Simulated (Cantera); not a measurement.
A Cantera script and its output.

```python
import numpy as np
import cantera as ct

gas = ct.Solution("gri30.yaml")
gas.TPX = 1975, 101325, {'CH4': 1, 'H2O': 2.8, 'H2': 0.11}
inlet = ct.Reservoir(gas, clone=True)

reactor = ct.IdealGasConstPressureReactor(gas, energy="off", clone=False)
exhaust = ct.Reservoir(gas, clone=True)
tau = [0.57, 0.31, 0.17, 0.095, 0.052, 0.029, 0.016, 0.0088, 0.0048][0]
for a, b in ((inlet, reactor), (reactor, exhaust)):
    ct.MassFlowController(a, b, mdot=lambda t: reactor.mass / tau)
net = ct.ReactorNet([reactor])
show = ['CH4', 'H2O', 'H2', 'CH2O', 'C2H', 'OH', 'C2H4']

rows = []
print(f"{'tau/s':>10s}{'T/K':>9s}" + "".join(f"{s:>11s}" for s in show))
for tau in [0.57, 0.31, 0.17, 0.095, 0.052, 0.029, 0.016, 0.0088, 0.0048]:
    net.initial_time = 0.0
    net.advance(30 * tau)
    before = gas.X
    net.advance(40 * tau)
    drift = np.max(np.abs(gas.X - before) / (gas.X + 1e-9))
    rows.append([gas.T, *gas[show].X, drift])
    print(f"{tau:10.3e}{gas.T:9.1f}" + "".join(f"{x:11.3e}" for x in gas[show].X))
```

Output:

```
     tau/s      T/K        CH4        H2O         H2       CH2O        C2H         OH       C2H4
 5.700e-01   1975.0  3.023e-03  2.935e-01  5.359e-01  6.577e-07  2.484e-08  5.128e-05  5.051e-06
 3.100e-01   1975.0  4.640e-03  2.988e-01  5.307e-01  1.023e-06  5.767e-08  5.246e-05  1.172e-05
 1.700e-01   1975.0  6.808e-03  3.075e-01  5.226e-01  1.562e-06  1.211e-07  5.440e-05  2.461e-05
 9.500e-02   1975.0  9.533e-03  3.205e-01  5.107e-01  2.338e-06  2.282e-07  5.734e-05  4.652e-05
 5.200e-02   1975.0  1.308e-02  3.403e-01  4.933e-01  3.548e-06  4.033e-07  6.185e-05  8.302e-05
 2.900e-02   1975.0  1.731e-02  3.660e-01  4.707e-01  5.330e-06  6.440e-07  6.786e-05  1.358e-04
 1.600e-02   1975.0  2.254e-02  3.984e-01  4.422e-01  8.082e-06  9.556e-07  7.570e-05  2.124e-04
 8.800e-03   1975.0  2.896e-02  4.355e-01  4.091e-01  1.224e-05  1.311e-06  8.503e-05  3.221e-04
 4.800e-03   1975.0  3.706e-02  4.752e-01  3.725e-01  1.848e-05  1.666e-06  9.533e-05  4.876e-04
```

Detailed kinetics in Cantera: GRI-Mech 3.0 (53 species, 325 reactions).
